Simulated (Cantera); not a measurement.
Mixture: CH₄ : CO : O₂ : N₂ = 1 : 0.48 : 5.09 : 32.6 (molar parts), equivalence ratio 0.44, at 5.60 bar, adiabatic and at constant pressure. Ignition delay is the time to a rise of 400 K.

Model: GRI-Mech 3.0 (53 species, 325 reactions), integrated in Cantera.

Question: What does this change do: pressure from 5.60 bar to 5.00 bar?

Answer: 
```
quantity                                                before       after
--------------------------------------------------  ----------  ----------
delay at 1148 K                                        22.8 ms     25.3 ms
delay at 1198 K                                        11.1 ms     12.3 ms
delay at 1248 K                                        5.68 ms     6.28 ms
delay at 1298 K                                        3.03 ms     3.34 ms
delay at 1348 K                                        1.68 ms     1.84 ms
delay at 1398 K                                       0.959 ms     1.05 ms
apparent activation energy between 1298 and 1398 K  170 kJ/mol  170 kJ/mol
```
